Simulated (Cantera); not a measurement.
**Premixed flame**

A freely propagating, adiabatic, planar premixed flame of H₂ : O₂ : N₂ = 1 : 0.51 : 1.43 (molar parts), equivalence ratio 0.98, unburnt at 575 K and 120000 Pa; multicomponent transport, grid criteria slope 0.08 and curve 0.16, no radiation.

Model: the H2/O2 subset of GRI-Mech 3.0, which has no nitrogen chemistry, integrated in Cantera. Burning velocities carry a grid error of a few per cent, more on coarse grids.

| z (mm) | T (K) | u (m/s) | x H₂ | x O₂ | x OH | x H₂O₂ | x O | x HO₂ |
|---|---|---|---|---|---|---|---|---|
| -0.996 | 575 | 8.59 | 0.340 | 0.173 | <1e-8 | <1e-8 | <1e-8 | <1e-8 |
| -0.664 | 575 | 8.59 | 0.340 | 0.173 | <1e-8 | <1e-8 | <1e-8 | <1e-8 |
| -0.498 | 575 | 8.59 | 0.340 | 0.173 | <1e-8 | <1e-8 | <1e-8 | <1e-8 |
| -0.332 | 575 | 8.59 | 0.340 | 0.173 | <1e-8 | <1e-8 | <1e-8 | 1.81e-7 |
| -0.166 | 586 | 8.73 | 0.338 | 0.174 | 3.65e-5 | 2.86e-6 | 5.65e-6 | 0.000236 |
| -0.0830 | 812 | 11.8 | 0.304 | 0.169 | 0.00109 | 2.35e-5 | 0.000416 | 0.000287 |
| 0 | 1310 | 18.3 | 0.175 | 0.120 | 0.00572 | 7.45e-6 | 0.00790 | 0.000122 |
| 0.0830 | 1653 | 22.7 | 0.0768 | 0.0555 | 0.0155 | 3.23e-6 | 0.0169 | 5.03e-5 |
| 0.166 | 1816 | 24.7 | 0.0600 | 0.0395 | 0.0205 | 1.84e-6 | 0.0180 | 3.10e-5 |
| 0.332 | 1993 | 26.8 | 0.0575 | 0.0338 | 0.0243 | 1.00e-6 | 0.0160 | 2.11e-5 |
| 0.664 | 2179 | 29.0 | 0.0546 | 0.0293 | 0.0268 | 6.02e-7 | 0.0128 | 1.41e-5 |
| 1.33 | 2360 | 30.9 | 0.0492 | 0.0248 | 0.0273 | 4.35e-7 | 0.00931 | 9.30e-6 |
| 2.66 | 2516 | 32.6 | 0.0420 | 0.0206 | 0.0258 | 3.96e-7 | 0.00636 | 6.97e-6 |
x: mole fraction of selected species; z is measured from the peak of heat release.

* **laminar burning velocity**: 859 cm/s
* **thermal thickness**: 0.332 mm
* **peak x(OH)**: 0.0273
* **peak x(H₂O₂)**: 2.37e-5
* **peak x(O)**: 0.0180
* **peak x(HO₂)**: 0.000426
